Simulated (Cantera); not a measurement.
**Hydrocarbon pyrolysis for carbon deposition**

A perfectly stirred reactor is fed with 1.32 % C₂H₄, 98.7 % H₂, at 0.00740 atm; it is held at 1950 K, and followed from long to short residence time.

Computed with Cantera and GRI-Mech 3.0 (53 species, 325 reactions). GRI-Mech 3.0 was tuned for natural gas; its chemistry of ethylene as a main component is partial and can be far from experiment. GRI-Mech 3.0 stops at C3 and has no aromatics, soot or wall deposition, so with more carbon than oxygen in the feed, carbon stays in small species such as C2H2 where larger ones or solid carbon would form. Radical loss at walls, strong at low pressure, is not modelled.

```json
[
 {"τ (s)": "5.6", "x C₂H₄": "2.24e-6", "x H₂": "0.979", "x CH₄": "1.45e-5", "x C₂H₂": "0.0129", "x C₂H₆": "3.65e-12", "x CH₂": "2.34e-8"},
 {"τ (s)": "1.9", "x C₂H₄": "7.96e-6", "x H₂": "0.983", "x CH₄": "1.02e-5", "x C₂H₂": "0.0129", "x C₂H₆": "8.67e-12", "x CH₂": "4.43e-9"},
 {"τ (s)": "0.66", "x C₂H₄": "3.97e-5", "x H₂": "0.985", "x CH₄": "7.45e-6", "x C₂H₂": "0.0129", "x C₂H₆": "3.47e-11", "x CH₂": "9.11e-10"},
 {"τ (s)": "0.23", "x C₂H₄": "0.000183", "x H₂": "0.986", "x CH₄": "5.01e-6", "x C₂H₂": "0.0128", "x C₂H₆": "1.14e-10", "x CH₂": "7.65e-10"},
 {"τ (s)": "0.078", "x C₂H₄": "0.000706", "x H₂": "0.987", "x CH₄": "2.93e-6", "x C₂H₂": "0.0123", "x C₂H₆": "3.22e-10", "x CH₂": "1.17e-9"},
 {"τ (s)": "0.027", "x C₂H₄": "0.00211", "x H₂": "0.987", "x CH₄": "1.59e-6", "x C₂H₂": "0.0109", "x C₂H₆": "7.98e-10", "x CH₂": "1.68e-9"},
 {"τ (s)": "0.0093", "x C₂H₄": "0.00494", "x H₂": "0.987", "x CH₄": "7.55e-7", "x C₂H₂": "0.00811", "x C₂H₆": "1.66e-9", "x CH₂": "2.02e-9"},
 {"τ (s)": "0.0032", "x C₂H₄": "0.00851", "x H₂": "0.987", "x CH₄": "2.70e-7", "x C₂H₂": "0.00459", "x C₂H₆": "2.60e-9", "x CH₂": "1.66e-9"}
]
```
x: mole fraction; the columns are a selection and need not sum to one.
